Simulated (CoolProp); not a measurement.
Vapour-liquid equilibrium of R1234yf (1) + isobutane (2) at 5.29 bar; x and y are mole fractions of (1).

Model: multi-fluid Helmholtz-energy mixture model, Lemmon 2022 and Bücker 2006; pair parameters Bell 2016, in CoolProp.

Q: Give the bubble temperature and the first vapour's composition at x = 0.35, 0.425, 0.65. Is there an azeotrope?

A: x = 0.35: 293.6 K, y = 0.546; x = 0.425: 292.2 K, y = 0.591; x = 0.65: 289.7 K, y = 0.716. y crosses x between x = 0.8 and 0.875: the model has an azeotrope there.

Pair parameters are fitted to limited data, so mixtures are less certain than the pure fluids.
